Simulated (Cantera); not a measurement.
An isothermal plug-flow reactor at 1248 K and 26000 Pa (inlet), inlet velocity 0.52 m/s, active area per volume 3400 1/m; feed CH4 : O2 : N2 : H2O = 0.0021 : 0.041 : 0.79 : 0.02 (molar parts).

Cantera simulation using Deutschmann's 1995 Pt surface mechanism with GRI-Mech 3.0 gas chemistry; the numbers are that mechanism's predictions, not measurements. Catalytic surfaces can have several steady states; this one follows from the mechanism file's or the stated starting coverage. Mass transfer to the wall is taken as infinitely fast.

One state of this run: x CH4 = 1.81e-5; x O2 = 0.0432; x H2O = 0.0283; x CO2 = 0.00243; x CO = 4.92e-8; θ free Pt = 0.628; θ O* = 0.371. x: gas mole fraction; θ: surface coverage.

Task: Which value of z (m) does it belong to?
(A) 0.00068
(B) 0.00012
(C) 0.0038
(D) 0.0068

Result: A, 0.00068
